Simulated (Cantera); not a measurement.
Input (Python, Cantera):

```python
import numpy as np
import cantera as ct

gas = ct.Solution("gri30.yaml")
gas.TPX = 350, 260000, {'CO': 1, 'H2': 0.042, 'O2': 1.02, 'N2': 3.84}
inlet = ct.Reservoir(gas, clone=True)
gas.equilibrate("HP")  # start burning
reactor = ct.IdealGasConstPressureReactor(gas, energy="on", clone=False)
exhaust = ct.Reservoir(gas, clone=True)
tau = [0.1, 0.03, 0.0086, 0.0025, 0.0007, 0.0002, 5.8e-05, 1.7e-05, 4.8e-06][0]
for a, b in ((inlet, reactor), (reactor, exhaust)):
    ct.MassFlowController(a, b, mdot=lambda t: reactor.mass / tau)
net = ct.ReactorNet([reactor])
show = ['CO', 'H2', 'O2', 'H', 'HO2', 'O']

rows = []
print(f"{'tau/s':>10s}{'T/K':>9s}" + "".join(f"{s:>11s}" for s in show))
for tau in [0.1, 0.03, 0.0086, 0.0025, 0.0007, 0.0002, 5.8e-05, 1.7e-05, 4.8e-06]:
    net.initial_time = 0.0
    net.advance(30 * tau)
    before = gas.X
    net.advance(40 * tau)
    drift = np.max(np.abs(gas.X - before) / (gas.X + 1e-9))
    rows.append([gas.T, *gas[show].X, drift])
    print(f"{tau:10.3e}{gas.T:9.1f}" + "".join(f"{x:11.3e}" for x in gas[show].X))
```

Output:

```
     tau/s      T/K         CO         H2         O2          H        HO2          O
 1.000e-01   1813.0  1.596e-03  1.262e-05  9.308e-02  1.009e-05  1.573e-06  3.112e-04
 3.000e-02   1797.4  3.406e-03  2.596e-05  9.370e-02  3.038e-05  3.192e-06  6.511e-04
 8.600e-03   1764.0  7.334e-03  5.313e-05  9.508e-02  9.224e-05  6.521e-06  1.364e-03
 2.500e-03   1697.1  1.532e-02  1.016e-04  9.804e-02  2.517e-04  1.278e-05  2.621e-03
 7.000e-04   1531.7  3.661e-02  1.915e-04  1.071e-01  5.151e-04  2.707e-05  3.887e-03
 2.000e-04    350.0  1.694e-01  7.116e-03  1.728e-01  3.237e-31  1.305e-18  8.300e-28
 5.800e-05    350.0  1.694e-01  7.116e-03  1.728e-01  7.053e-34 -1.361e-22  3.957e-28
 1.700e-05    350.0  1.694e-01  7.116e-03  1.728e-01  2.976e-34 -8.600e-24  1.574e-28
 4.800e-06    350.0  1.694e-01  7.116e-03  1.728e-01  9.294e-35 -5.432e-25  5.036e-29
```

Cantera simulation using GRI-Mech 3.0 (53 species, 325 reactions); the numbers are that mechanism's predictions, not measurements. The hydrogen kinetics of GRI-Mech 3.0 are dated; newer H2 mechanisms differ, most at raised pressure.
